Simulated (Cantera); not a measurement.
Feed: 1 mol PbS, 0.57 mol H2, a varied amount of N2, held at 1298.15 K and 0.750 bar.

These are equilibrium values from Cantera (NASA tables, ideal gas, pure condensed phases), not measurements of a reactor. Candidate condensed phases: Pb, PbS, S; 18 gas species. Mutual solubility and eutectic melting of coexisting phases are not modelled. Gases not in the tables: S3 to S7. Equilibrium is a limit: real reactors are often held back by kinetics, nucleation or transport.

Q: Which condensed phases are stable at each of these points (n(N2) (mol)): 2.3, 4.1, 7.2, 13, 23, 40, 72?

A: 
```json
[
 {"n(N2) (mol)": "2.3", "condensed phases": "Pb(l) + PbS(s)", "Pb condensed (%)": "85.1"},
 {"n(N2) (mol)": "4.1", "condensed phases": "Pb(l) + PbS(s)", "Pb condensed (%)": "75.8"},
 {"n(N2) (mol)": "7.2", "condensed phases": "Pb(l) + PbS(s)", "Pb condensed (%)": "59.7"},
 {"n(N2) (mol)": "13", "condensed phases": "Pb(l) + PbS(s)", "Pb condensed (%)": "29.6"},
 {"n(N2) (mol)": "23", "condensed phases": "gas only", "Pb condensed (%)": "0.0"},
 {"n(N2) (mol)": "40", "condensed phases": "gas only", "Pb condensed (%)": "0.0"},
 {"n(N2) (mol)": "72", "condensed phases": "gas only", "Pb condensed (%)": "0.0"}
]
```

From 2.3 mol N2 to 13 mol N2 the condensed part is Pb(l) + PbS(s). From 23 mol N2 to 72 mol N2 nothing is condensed.
